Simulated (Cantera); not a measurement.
A Cantera script and its output.

```python
import numpy as np
import cantera as ct

gas = ct.Solution("gri30.yaml")
gas.TPX = 475, 31000, {'CO': 1, 'H2': 0.15, 'CH4': 1.4, 'O2': 5.19, 'N2': 19.5, 'H2O': 0.63}
inlet = ct.Reservoir(gas, clone=True)
gas.equilibrate("HP")  # start burning
reactor = ct.IdealGasConstPressureReactor(gas, energy="on", clone=False)
exhaust = ct.Reservoir(gas, clone=True)
tau = [0.099, 0.055, 0.031, 0.017, 0.0094, 0.0052, 0.0029, 0.0016, 0.00089, 0.00049, 0.00027, 0.00015, 8.4e-05][0]
for a, b in ((inlet, reactor), (reactor, exhaust)):
    ct.MassFlowController(a, b, mdot=lambda t: reactor.mass / tau)
net = ct.ReactorNet([reactor])
show = ['CO', 'H2', 'CH4', 'C2H2', 'H2O', 'HCO']

rows = []
print(f"{'tau/s':>10s}{'T/K':>9s}" + "".join(f"{s:>11s}" for s in show))
for tau in [0.099, 0.055, 0.031, 0.017, 0.0094, 0.0052, 0.0029, 0.0016, 0.00089, 0.00049, 0.00027, 0.00015, 8.4e-05]:
    net.initial_time = 0.0
    net.advance(30 * tau)
    before = gas.X
    net.advance(40 * tau)
    drift = np.max(np.abs(gas.X - before) / (gas.X + 1e-9))
    rows.append([gas.T, *gas[show].X, drift])
    print(f"{tau:10.3e}{gas.T:9.1f}" + "".join(f"{x:11.3e}" for x in gas[show].X))
```

Output:

```
     tau/s      T/K         CO         H2        CH4       C2H2        H2O        HCO
 9.900e-02   1873.6  2.300e-03  7.526e-04  7.900e-06  1.258e-10  1.282e-01  4.593e-08
 5.500e-02   1859.1  3.204e-03  1.056e-03  1.151e-05  1.730e-10  1.274e-01  8.421e-08
 3.100e-02   1840.4  4.363e-03  1.452e-03  1.671e-05  2.352e-10  1.264e-01  1.513e-07
 1.700e-02   1815.1  5.904e-03  1.985e-03  2.504e-05  3.313e-10  1.250e-01  2.772e-07
 9.400e-03   1783.6  7.772e-03  2.633e-03  3.806e-05  4.860e-10  1.234e-01  4.982e-07
 5.200e-03   1745.2  1.001e-02  3.387e-03  5.949e-05  7.660e-10  1.216e-01  8.833e-07
 2.900e-03   1700.2  1.268e-02  4.196e-03  9.601e-05  1.324e-09  1.195e-01  1.535e-06
 1.600e-03   1646.8  1.617e-02  5.028e-03  1.651e-04  2.641e-09  1.173e-01  2.671e-06
 8.900e-04   1585.5  2.107e-02  5.791e-03  3.058e-04  6.239e-09  1.151e-01  4.622e-06
 4.900e-04   1509.2  2.931e-02  6.524e-03  6.700e-04  2.039e-08  1.131e-01  8.280e-06
 2.700e-04    475.0  3.588e-02  5.382e-03  5.023e-02  1.211e-19  2.260e-02  3.291e-28
 1.500e-04    475.0  3.588e-02  5.382e-03  5.023e-02  3.778e-21  2.260e-02  5.593e-29
 8.400e-05    475.0  3.588e-02  5.382e-03  5.023e-02  4.545e-24  2.260e-02  2.534e-29
```

Cantera simulation using GRI-Mech 3.0 (53 species, 325 reactions); the numbers are that mechanism's predictions, not measurements.
